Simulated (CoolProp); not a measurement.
A single-stage vapour-compression cycle with the fluid: evaporating at 232.15 K (dew point), condensing at 253.15 K (bubble point), superheat 5 K, subcooling 8 K, compressor efficiency 0.75, no pressure losses. The same conditions are run with several fluids, on thermodynamics alone (safety and materials aside).

Computed with CoolProp (reference Helmholtz-energy equation of state of each fluid (R227EA: Lemmon 2016; ethylene: Smukala 2000; R13: Platzer 1990; carbonyl sulfide: Lemmon 2006; R410A: Lemmon 2003; C3F8 (R218): Lemmon 2006)). The equations of Platzer and Polt are older, rougher fits. Blends and air are pseudo-pure fits.

```json
[
 {"fluid": "R227EA", "cooling COP": "___", "pressure ratio": "2.84", "discharge temperature (K)": "261.3", "refrigerating effect (kJ/kg)": "___", "volumetric capacity (kJ/m³)": "352"},
 {"fluid": "ethylene", "cooling COP": "7.11", "pressure ratio": "___", "discharge temperature (K)": "279.2", "refrigerating effect (kJ/kg)": "332", "volumetric capacity (kJ/m³)": "8230"},
 {"fluid": "R13", "cooling COP": "7.66", "pressure ratio": "___", "discharge temperature (K)": "270.1", "refrigerating effect (kJ/kg)": "___", "volumetric capacity (kJ/m³)": "4110"},
 {"fluid": "carbonyl sulfide", "cooling COP": "7.82", "pressure ratio": "2.24", "discharge temperature (K)": "295.3", "refrigerating effect (kJ/kg)": "290", "volumetric capacity (kJ/m³)": "1390"},
 {"fluid": "R410A", "cooling COP": "___", "pressure ratio": "2.40", "discharge temperature (K)": "282.2", "refrigerating effect (kJ/kg)": "250", "volumetric capacity (kJ/m³)": "1630"},
 {"fluid": "C3F8 (R218)", "cooling COP": "8.03", "pressure ratio": "2.45", "discharge temperature (K)": "256.9", "refrigerating effect (kJ/kg)": "97.5", "volumetric capacity (kJ/m³)": "810"}
]
```

Question: What belongs in the gaps?

Answer: 
- R227EA, cooling COP: 8.11
- R227EA, refrigerating effect (kJ/kg): 132
- ethylene, pressure ratio: 1.79
- R13, pressure ratio: 1.96
- R13, refrigerating effect (kJ/kg): 117
- R410A, cooling COP: 7.84
